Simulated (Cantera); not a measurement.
An isothermal, constant-pressure homogeneous reactor starts with NH₃ : H₂ = 1 : 8.3 (molar parts), at 1725 K and 0.0180 bar. Integrator tolerance rtol = 1e-08.

Cantera simulation using the gas-phase N/H chemistry of the illustrative SiF4/NH3 mechanism in the Surface Chemkin manual (1991); the numbers are that mechanism's predictions, not measurements. Walls and surfaces, which speed up NH3 decomposition in real reactors, are not modelled.

What does this change do: pressure from 0.0180 bar to 1.01 bar?


| quantity | before | after |
|---|---|---|
| x(NH₃) at 200 s | 0.00232 (gas-phase equilibrium 1.25e-7) | 0.00135 (gas-phase equilibrium 7.05e-6) |
| x(H₂) at 200 s | 0.949 (gas-phase equilibrium 0.950) | 0.951 (gas-phase equilibrium 0.951) |
| x(N₂H₂) at 200 s | 1.41e-9 (gas-phase equilibrium <1e-12) | 8.72e-12 (gas-phase equilibrium <1e-12) |
| x(N₂) at 200 s | 0.0475 (gas-phase equilibrium 0.0485) | 0.0479 (gas-phase equilibrium 0.0485) |
| x(H) at 200 s | 0.000951 (gas-phase equilibrium 0.00136) | 0.000181 (gas-phase equilibrium 0.000181) |

What does this change do: H2 8.3 to 0.85 parts?


```tsv
quantity	before	after
x(NH₃) at 200 s	0.00232 (gas-phase equilibrium 1.25e-7)	0.00441 (gas-phase equilibrium 1.92e-7)
x(H₂) at 200 s	0.949 (gas-phase equilibrium 0.950)	0.821 (gas-phase equilibrium 0.823)
x(N₂H₂) at 200 s	1.41e-9 (gas-phase equilibrium <1e-12)	3.38e-9 (gas-phase equilibrium <1e-12)
x(N₂) at 200 s	0.0475 (gas-phase equilibrium 0.0485)	0.174 (gas-phase equilibrium 0.175)
x(H) at 200 s	0.000951 (gas-phase equilibrium 0.00136)	0.000677 (gas-phase equilibrium 0.00126)
```

What does this change do: NH3 1 to 0.37 parts?


```tsv
quantity	before	after
x(NH₃) at 200 s	0.00232 (gas-phase equilibrium 1.25e-7)	0.00123 (gas-phase equilibrium 8.47e-8)
x(H₂) at 200 s	0.949 (gas-phase equilibrium 0.950)	0.978 (gas-phase equilibrium 0.978)
x(N₂H₂) at 200 s	1.41e-9 (gas-phase equilibrium <1e-12)	5.76e-10 (gas-phase equilibrium <1e-12)
x(N₂) at 200 s	0.0475 (gas-phase equilibrium 0.0485)	0.0199 (gas-phase equilibrium 0.0205)
x(H) at 200 s	0.000951 (gas-phase equilibrium 0.00136)	0.00115 (gas-phase equilibrium 0.00138)
```
